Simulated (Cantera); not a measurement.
Cantera run:

```python
import numpy as np
import cantera as ct

gas_names = """
    C6H6 CH4 O3
""".split()
cond_names = """
    Fe(OH)3(s) Fe2O3(s)
""".split()


# ... load() reads the species with a 1 bar reference pressure and builds the phases ...
species = {s.name: s for s in load("nasa_gas.yaml", gas_names) + load("nasa_condensed.yaml", cond_names)}
# Each term lists the table entries of one substance; the one whose range holds T is used.
reactions = {
    'C6H6(g) + 6 Fe(OH)3 = 6 CH4(g) + 3 Fe2O3 + 3 O3(g)':
        [(-1, ['C6H6']), (-6, ['Fe(OH)3(s)']), (6, ['CH4']), (3, ['Fe2O3(s)']), (3, ['O3'])],
}


def pick(names, T):
    return next(species[n] for n in names if species[n].thermo.min_temp <= T <= species[n].thermo.max_temp)


results = []
for label, terms in reactions.items():
    print(label)
    print("     T/K   dH/kJ  dS/(J/K)   dG/kJ   log10 K")
    for T in [300, 673, 773, 873, 973, 1073, 1173, 1273, 1373]:
        used = [(nu, pick(names, T)) for nu, names in terms]
        dH = sum(nu * s.thermo.h(T) for nu, s in used) / 1e6
        dS = sum(nu * s.thermo.s(T) for nu, s in used) / 1e3
        dG = dH - T * dS / 1e3
        logK = -dG * 1e6 / (ct.gas_constant * T * np.log(10))
        results.append((label, T, dH, dS, dG, logK, [s.name for _, s in used]))
        print(f"{T:8g} {dH:8.1f} {dS:8.1f} {dG:8.1f} {logK:8.2f}")
```

Result:

```
C6H6(g) + 6 Fe(OH)3 = 6 CH4(g) + 3 Fe2O3 + 3 O3(g)
     T/K   dH/kJ  dS/(J/K)   dG/kJ   log10 K
     300   2414.6   1200.2   2054.6  -357.73
     673   2379.9   1128.4   1620.5  -125.77
     773   2370.0   1114.8   1508.3  -101.92
     873   2361.2   1104.0   1397.4   -83.61
     973   2351.2   1093.2   1287.5   -69.12
    1073   2337.0   1079.3   1178.9   -57.39
    1173   2320.9   1065.0   1071.7   -47.72
    1273   2304.2   1051.3    965.9   -39.63
    1373   2287.5   1038.7    861.4   -32.77
```

Cantera with NASA thermochemical tables; ideal gases at 1 bar, condensed phases pure. Condensed species are held in their standard states even where they would react or evaporate.
